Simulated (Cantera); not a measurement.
Charge: 1 mol MgO, 27 mol HBr, 0.37 mol O₂, equilibrated at 2.90 Pa.

Equilibrium computed with Cantera from the NASA thermochemical tables; the gas is ideal and each condensed phase is pure. Candidate condensed phases: Br₂, H₂O, Mg, MgBr₂, MgO, Mg(OH)₂; 20 gas species. Equilibrium is a limit: real reactors are often held back by kinetics, nucleation or transport.

x: gas mole fraction; nothing condenses.

```
T (°C)  x HBr   x Br    x H₂   x H₂O  x MgBr₂       x H    x MgBr
------  -----  -----  ------  ------  -------  --------  --------
1125    0.569  0.243  0.0976  0.0566   0.0325  0.000274   3.80e-5
1150    0.532  0.269   0.111  0.0557   0.0320  0.000410   5.98e-5
1175    0.493  0.295   0.124  0.0549   0.0315  0.000603   9.28e-5
1200    0.455  0.322   0.137  0.0540   0.0309  0.000871  0.000142
1225    0.417  0.347   0.150  0.0532   0.0303   0.00124  0.000216
1250    0.380  0.373   0.163  0.0523   0.0297   0.00173  0.000324
1275    0.345  0.397   0.175  0.0515   0.0290   0.00239  0.000480
1300    0.311  0.420   0.186  0.0507   0.0283   0.00326  0.000702
1325        ?  0.441   0.196  0.0500   0.0273         ?         ?
1350        ?  0.462   0.205  0.0492   0.0261         ?         ?
1375    0.222  0.480   0.213  0.0485   0.0245   0.00764   0.00197
```

**Question.** What belongs in the gaps?

**Answer.** 
- 1350, x HBr: 0.250
- 1350, x H: 0.00582
- 1350, x MgBr: 0.00143
- 1325, x HBr: 0.279
- 1325, x H: 0.00438
- 1325, x MgBr: 0.00101
